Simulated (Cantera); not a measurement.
A Cantera script and what it prints.

```python
import numpy as np
import cantera as ct

gas_names = """
    CL CL2 H HCL H2 Si SiCL SiCL2 SiCL3 SiCL4 SiH SiHCL3 SiH2 SiH2CL2 SiH3 SiH3CL SiH4 Si2 Si3
""".split()
cond_names = """
    Si(cr) Si(L)
""".split()


# ... load() reads the species with a 1 bar reference pressure and builds the phases ...
atoms = {
    'Si3H8': {'Si': 3, 'H': 8},
    'Cl2': {'CL': 2},
    'H2': {'H': 2},
}
top_T = {}  # K; cautious upper limits of use, not melting points


# ... equilibrate(T, P, feed) seeds the gas with the atoms and calls Mixture.equilibrate('TP', solver="vcs", rtol=1e-11, max_steps=5000) ...
results = []
feed = {'Si3H8': 1, 'Cl2': 0.0087, 'H2': 140}  # mol
T = 1000  # K
P = 270  # Pa
mix = equilibrate(T, P, feed)
results.append((T, P, feed, dict(zip(mix.species_names, mix.species_moles))))
x = sorted(zip(gas.X, gas.species_names), reverse=True)
print(f"T = {T:g} K  P = {P:g} Pa  gas = {mix.phase_moles(0):.4g} mol")
print("   x: " + "  ".join(f"{s} {v:.3e}" for v, s in x if v > 1e-06))
print("   condensed (mol): " + ("  ".join(f"{mix.phase(i).name} {mix.phase_moles(i):.4g}"
      for i in range(1, mix.n_phases) if mix.phase_moles(i) > 1e-12) or "none"))
```

It prints:

```
T = 1000 K  P = 270 Pa  gas = 144 mol
   x: H2 9.999e-01  HCL 1.208e-04
   condensed (mol): Si(cr) 3
```

Cantera equilibrium calculation (NASA polynomials, part measured and part estimated; ideal gas, pure solids and liquids). The feed counts by its element totals alone.
